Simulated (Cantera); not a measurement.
Reactions in the system H-N-O-V

Standard-state values (1 bar) from the NASA 1993 polynomials, evaluated with Cantera. Values are per mole of reaction as written; species without (g) are pure solids or liquids, kept so even where they would boil at 1 bar. VN: taken at fixed stoichiometry.

H(g) + N2O(g) + 2 V → 2 VN + OH(g)

| T (K) | ΔH° (kJ) | ΔS° (J/K) | ΔG° (kJ) | log10 K |
|---|---|---|---|---|
| 550 | -694.6 | -134.5 | -620.6 | 58.94 |
| 600 | -694.5 | -134.4 | -613.9 | 53.44 |
| 650 | -694.4 | -134.2 | -607.2 | 48.79 |
| 700 | -694.3 | -134.0 | -600.4 | 44.80 |
| 750 | -694.2 | -133.9 | -593.7 | 41.35 |
| 800 | -694.1 | -133.8 | -587.1 | 38.33 |
| 850 | -694.0 | -133.7 | -580.4 | 35.66 |
